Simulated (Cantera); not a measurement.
A perfectly stirred reactor is fed with 14.7 % CO, 1.25 % H2, 0.586 % CH4, 17.6 % O2, 65.9 % N2, equivalence ratio 0.52, at 3750 Torr; it is adiabatic with a 800 K inlet, and is followed from long to short residence time, starting on the burning branch (τ in s: 0.053, 0.026, 0.013, 0.0063, 0.0031, 0.0015, 0.00075, 0.00037, 0.00018, 8.9e-05, 4.4e-05, 2.2e-05, 1.1e-05).

Detailed kinetics in Cantera: GRI-Mech 3.0 (53 species, 325 reactions).

Task: Predict: blow-out, bracketed by the residence times tried; x(CO) at τ = 53.0 ms; x(H2) at τ = 53.0 ms; x(CH4) at τ = 53.0 ms; x(CH2O) at τ = 53.0 ms; x(HCN) at τ = 53.0 ms; x(CO) at τ = 0.750 ms; x(H2) at τ = 0.750 ms; x(CH4) at τ = 0.750 ms; x(CH2O) at τ = 0.750 ms; x(HCN) at τ = 0.750 ms.

Result: 
* **blow-out, bracketed by the residence times tried**: burning at 44.0 µs, out at 22.0 µs
* **x(CO) at τ = 53.0 ms**: 0.00155
* **x(H2) at τ = 53.0 ms**: 4.33e-5
* **x(CH4) at τ = 53.0 ms**: 2.38e-7
* **x(CH2O) at τ = 53.0 ms**: 4.52e-8
* **x(HCN) at τ = 53.0 ms**: 6.36e-9
* **x(CO) at τ = 0.750 ms**: 0.0128
* **x(H2) at τ = 0.750 ms**: 0.000303
* **x(CH4) at τ = 0.750 ms**: 4.78e-6
* **x(CH2O) at τ = 0.750 ms**: 1.02e-6
* **x(HCN) at τ = 0.750 ms**: 2.28e-9
